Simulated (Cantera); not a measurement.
Input: 1 mol B2O3, 4.8 mol H2O, 1.1 mol N2, equilibrated at 1373.15 K and 750 Torr.

Cantera equilibrium calculation (NASA polynomials, part measured and part estimated; ideal gas, pure solids and liquids). Candidate condensed phases: B, BN, B2O3, B3O3H3, H2O; 39 gas species. Gases not in the tables: H3BO3. Equilibrium is a limit: real reactors are often held back by kinetics, nucleation or transport.

Base state: H2O 0.803, N2 0.186, HBO2 0.00632, (HBO2)3 0.00472, H2 5.07e-5, O2 2.21e-5 (mole fractions); condensed: B2O3(l).

What changes in the equilibrium state with this change: B2O3 replaced by B2H6?


| species | before | after |
|---|---|---|
| H2 | 5.07e-5 | 0.673 |
| H2O | 0.803 | 0.200 |
| N2 | 0.186 | 0.123 |
| HBO2 | 0.00632 | 0.00315 |
| O2 | 2.21e-5 | <1e-9 |
| NH3 | <1e-9 | 1.82e-5 |
| (HBO2)3 | 0.00472 | 0.000585 |
| B2O3(l), mol | 0.940 | 0.978 |
The feed counts by its element totals alone.

What changes in the equilibrium state with this change: temperature from 1373.15 K to 923.15 K?


```json
[
 {"species": "H2O", "before": "0.803", "after": "0.782"},
 {"species": "N2", "before": "0.186", "after": "0.189"},
 {"species": "(HBO2)3", "before": "0.00472", "after": "0.0291"},
 {"species": "HBO2", "before": "0.00632", "after": "4.02e-6"},
 {"species": "H2", "before": "5.07e-5", "after": "4.11e-8"},
 {"species": "O2", "before": "2.21e-5", "after": "1.94e-8"},
 {"species": "B2O3(l), mol", "before": "0.940", "after": "0.746"}
]
```

What changes in the equilibrium state with this change: B2O3 replaced by BCl3?


| species | before | after |
|---|---|---|
| H2O | 0.803 | 0.440 |
| HCl | 0 | 0.405 |
| N2 | 0.186 | 0.148 |
| HBO2 | 0.00632 | 0.00468 |
| Cl | 0 | 0.000117 |
| Cl2 | 0 | 2.59e-5 |
| O2 | 2.21e-5 | 2.06e-6 |
| (HBO2)3 | 0.00472 | 0.00192 |
| H2 | 5.07e-5 | 9.11e-5 |
| B2O3(l), mol | 0.940 | 0.461 |
Further candidate phases: NH4Cl.
